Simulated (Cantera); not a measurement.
An adiabatic, constant-pressure homogeneous reactor starts with CH4 : O2 : N2 = 1 : 2.7 : 10.2 (molar parts), at 1375 K and 0.474 atm. Integrator tolerance rtol = 1e-08.

Model: GRI-Mech 3.0 (53 species, 325 reactions), integrated in Cantera.

| quantity | before | after |
|---|---|---|
| time of steepest temperature rise | 6.97 ms | 5.77 ms |
| temperature at 3.00 s | 2530 K | 2543 K |
| equilibrium temperature | 2530 K | 2543 K |
| x(CH4) at 3.00 s | <1e-12 (gas-phase equilibrium <1e-12) | <1e-12 (gas-phase equilibrium <1e-12) |
| x(O2) at 3.00 s | 0.0488 (gas-phase equilibrium 0.0488) | 0.0484 (gas-phase equilibrium 0.0484) |
| x(CH2) at 3.00 s | <1e-12 (gas-phase equilibrium <1e-12) | <1e-12 (gas-phase equilibrium <1e-12) |
| x(H2O2) at 3.00 s | 1.45e-7 (gas-phase equilibrium 1.45e-7) | 1.70e-7 (gas-phase equilibrium 1.70e-7) |
| x(H2O) at 3.00 s | 0.126 (gas-phase equilibrium 0.126) | 0.127 (gas-phase equilibrium 0.127) |
| x(CO) at 3.00 s | 0.0156 (gas-phase equilibrium 0.0156) | 0.0149 (gas-phase equilibrium 0.0149) |
| x(C2H6) at 3.00 s | <1e-12 (gas-phase equilibrium <1e-12) | <1e-12 (gas-phase equilibrium <1e-12) |

**Question.** Name the change that produced these shifts.
(A) initial temperature 1375 to 1700 K
(B) pressure from 0.474 atm to 1.00 atm
(C) pressure from 0.474 atm to 0.612 atm
(D) pressure from 0.474 atm to 9.87 atm

**Answer.** C, pressure from 0.474 atm to 0.612 atm
